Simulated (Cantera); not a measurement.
An isothermal, constant-pressure homogeneous reactor starts with CH4 : H2O = 1 : 0.47 (molar parts), at 1800 K and 29.0 bar. Integrator tolerance rtol = 1e-08.

Cantera simulation using GRI-Mech 3.0 (53 species, 325 reactions); the numbers are that mechanism's predictions, not measurements. GRI-Mech 3.0 stops at C3 and has no aromatics, soot or wall deposition, so with more carbon than oxygen in the feed, carbon stays in small species such as C2H2 where larger ones or solid carbon would form. The pressure lies above the range GRI-Mech 3.0 was tuned for (to about 10 atm).

Question: What does this change do: H2O 0.47 to 0.62 parts?

Answer: 
| quantity | before | after |
|---|---|---|
| x(CH4) at 50.0 s | 0.136 (gas-phase equilibrium 0.136) | 0.0972 (gas-phase equilibrium 0.0972) |
| x(H2O) at 50.0 s | 6.36e-5 (gas-phase equilibrium 6.56e-5) | 0.000117 (gas-phase equilibrium 0.000121) |
| x(CH2CO) at 50.0 s | 5.34e-6 (gas-phase equilibrium 5.38e-6) | 4.20e-6 (gas-phase equilibrium 4.23e-6) |
| x(C2H2) at 50.0 s | 0.0245 (gas-phase equilibrium 0.0245) | 0.0109 (gas-phase equilibrium 0.0109) |
| x(C2H) at 50.0 s | 1.79e-8 (gas-phase equilibrium 1.79e-8) | 7.80e-9 (gas-phase equilibrium 7.80e-9) |
